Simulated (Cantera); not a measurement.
# HMDSO + CO2 (silicon oxide and oxynitride deposition)

Feed: 1 mol HMDSO, a varied amount of CO2, held at 1725 K and 42.0 Pa.

Equilibrium computed with Cantera from the NASA thermochemical tables; the gas is ideal and each condensed phase is pure. Candidate condensed phases: C, C6H6, C7H8, C8H18, H2O, Si, SiC, SiO2; 123 gas species. The feed counts by its element totals alone. The tables hold silica as quartz up to 1696 K and as liquid above; real silica turns to tridymite and cristobalite and melts near 1996 K. Equilibrium is a limit: real reactors are often held back by kinetics, nucleation or transport.

```csv
n(CO2) (mol),x H2,x CO,x H2O,x SiO,x CO2,n C(graphite),n SiC(s),n SiO2(condensed)
0.89,0.757,0.234,3.13e-8,0.00104,2.75e-9,2.13,1.99,0
2.1,0.628,0.363,4.03e-8,0.00161,6.62e-9,0.945,1.98,0
3.4,0.531,0.451,1.03e-7,0.0118,2.48e-8,0,1.80,0
4.6,0.464,0.488,1.75e-7,0.0414,5.23e-8,0,1.20,0
5.8,0.412,0.517,2.00e-7,0.0645,7.12e-8,0,0.598,0
7.1,0.367,0.541,0.00291,0.0828,0.00122,0,0,0
8.3,0.357,0.582,0.00947,0.0426,0.00439,0,0,0.961
9.5,0.334,0.609,0.0237,0.0159,0.0123,0,0,1.60
11,0.289,0.617,0.0514,0.00636,0.0312,0,0,1.83
12,0.260,0.616,0.0685,0.00429,0.0461,0,0,1.88
13,0.234,0.613,0.0833,0.00318,0.0619,0,0,1.91
14,0.211,0.608,0.0957,0.00249,0.0783,0,0,1.93
```
x: gas mole fraction; n: condensed amount in mol.

From 0.89 mol CO2 to 2.1 mol CO2 the condensed part is C(graphite) + SiC(s). From 3.4 mol CO2 to 5.8 mol CO2 the condensed part is SiC(s). At 7.1 mol CO2 nothing is condensed. From 8.3 mol CO2 to 14 mol CO2 the condensed part is SiO2(condensed). The main Si-bearing gas is SiO throughout. The share of Si in condensed phases is highest at 0.89 mol CO2 (99.4 %) and lowest at 7.1 mol CO2 (0.0 %).
